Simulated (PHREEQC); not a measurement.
1 kg of water holding 0.018 mol Na2CO3 meets 20 L of dry gas (CO2 0.21, N2 0.79 by moles) at fixed total pressure, at 60 °C; fugacities by Peng-Robinson. The gases take part in no redox reaction, some water evaporates into the gas, and hydrates or a liquid gas phase aren't modelled. No solid was allowed to form.

Equilibrium calculation in PHREEQC: ion-association model, phreeqc.dat.

```json
[
 {"P (atm)": "2", "dissolved CO2 (all carbonate carbon) (mol/kgw)": "0.0418", "φ of CO2": "0.993", "p of CO2 (atm)": "0.355"},
 {"P (atm)": "5", "dissolved CO2 (all carbonate carbon) (mol/kgw)": "0.0516", "φ of CO2": "0.984", "p of CO2 (atm)": "0.974"},
 {"P (atm)": "10", "dissolved CO2 (all carbonate carbon) (mol/kgw)": "0.0675", "φ of CO2": "0.970", "p of CO2 (atm)": "2.01"},
 {"P (atm)": "20", "dissolved CO2 (all carbonate carbon) (mol/kgw)": "0.0975", "φ of CO2": "0.941", "p of CO2 (atm)": "4.07"},
 {"P (atm)": "30", "dissolved CO2 (all carbonate carbon) (mol/kgw)": "0.125", "φ of CO2": "0.914", "p of CO2 (atm)": "6.14"},
 {"P (atm)": "40", "dissolved CO2 (all carbonate carbon) (mol/kgw)": "0.150", "φ of CO2": "0.889", "p of CO2 (atm)": "8.22"},
 {"P (atm)": "50", "dissolved CO2 (all carbonate carbon) (mol/kgw)": "0.174", "φ of CO2": "0.864", "p of CO2 (atm)": "10.3"},
 {"P (atm)": "75", "dissolved CO2 (all carbonate carbon) (mol/kgw)": "0.225", "φ of CO2": "0.808", "p of CO2 (atm)": "15.5"},
 {"P (atm)": "100", "dissolved CO2 (all carbonate carbon) (mol/kgw)": "0.266", "φ of CO2": "0.759", "p of CO2 (atm)": "20.7"},
 {"P (atm)": "150", "dissolved CO2 (all carbonate carbon) (mol/kgw)": "0.327", "φ of CO2": "0.680", "p of CO2 (atm)": "31.1"},
 {"P (atm)": "200", "dissolved CO2 (all carbonate carbon) (mol/kgw)": "0.370", "φ of CO2": "0.620", "p of CO2 (atm)": "41.6"},
 {"P (atm)": "300", "dissolved CO2 (all carbonate carbon) (mol/kgw)": "0.422", "φ of CO2": "0.541", "p of CO2 (atm)": "62.5"},
 {"P (atm)": "400", "dissolved CO2 (all carbonate carbon) (mol/kgw)": "0.455", "φ of CO2": "0.498", "p of CO2 (atm)": "83.4"}
]
```

Complexes and solids missing from the database can't appear. Constants without temperature data keep their 25 °C values here.
